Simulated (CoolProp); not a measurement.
Vapour-liquid equilibrium of carbon dioxide (1) + isopentane (2) at 280.5 K; x and y are mole fractions of (1).

Values from CoolProp's multi-fluid Helmholtz-energy mixture model, Span 1996 and Lemmon 2006; pair parameters Kunz 2012.

```json
[
 {"x": "0.05", "bubble pressure (MPa)": "0.3201", "y at the bubble point": "0.849", "dew pressure at overall composition x (MPa)": "0.04954", "liquid density (mol/L)": "8.979"},
 {"x": "0.125", "bubble pressure (MPa)": "0.7274", "y at the bubble point": "0.931", "dew pressure at overall composition x (MPa)": "0.05386", "liquid density (mol/L)": "9.337"},
 {"x": "0.2", "bubble pressure (MPa)": "1.111", "y at the bubble point": "0.953", "dew pressure at overall composition x (MPa)": "0.05899", "liquid density (mol/L)": "9.745"},
 {"x": "0.275", "bubble pressure (MPa)": "1.456", "y at the bubble point": "0.963", "dew pressure at overall composition x (MPa)": "0.06518", "liquid density (mol/L)": "10.21"},
 {"x": "0.35", "bubble pressure (MPa)": "1.757", "y at the bubble point": "0.968", "dew pressure at overall composition x (MPa)": "0.07280", "liquid density (mol/L)": "10.74"},
 {"x": "0.425", "bubble pressure (MPa)": "2.017", "y at the bubble point": "0.972", "dew pressure at overall composition x (MPa)": "0.08240", "liquid density (mol/L)": "11.34"},
 {"x": "0.5", "bubble pressure (MPa)": "2.248", "y at the bubble point": "0.975", "dew pressure at overall composition x (MPa)": "0.09490", "liquid density (mol/L)": "12.03"},
 {"x": "0.575", "bubble pressure (MPa)": "2.462", "y at the bubble point": "0.977", "dew pressure at overall composition x (MPa)": "0.1118", "liquid density (mol/L)": "12.81"},
 {"x": "0.65", "bubble pressure (MPa)": "2.677", "y at the bubble point": "0.980", "dew pressure at overall composition x (MPa)": "0.1361", "liquid density (mol/L)": "13.71"},
 {"x": "0.725", "bubble pressure (MPa)": "2.910", "y at the bubble point": "0.982", "dew pressure at overall composition x (MPa)": "0.1739", "liquid density (mol/L)": "14.74"},
 {"x": "0.8", "bubble pressure (MPa)": "3.179", "y at the bubble point": "0.986", "dew pressure at overall composition x (MPa)": "0.2406", "liquid density (mol/L)": "15.92"},
 {"x": "0.875", "bubble pressure (MPa)": "3.502", "y at the bubble point": "0.990", "dew pressure at overall composition x (MPa)": "0.3906", "liquid density (mol/L)": "17.29"},
 {"x": "0.95", "bubble pressure (MPa)": "3.898", "y at the bubble point": "0.995", "dew pressure at overall composition x (MPa)": "1.042", "liquid density (mol/L)": "18.86"}
]
```

No azeotrope shows between x = 0.05 and 0.95.

Pair parameters are fitted to limited data, so mixtures are less certain than the pure fluids. The gap from Raoult's law changes sign with composition, which may be real or a fault of the pair parameters; it wasn't checked against measurements.
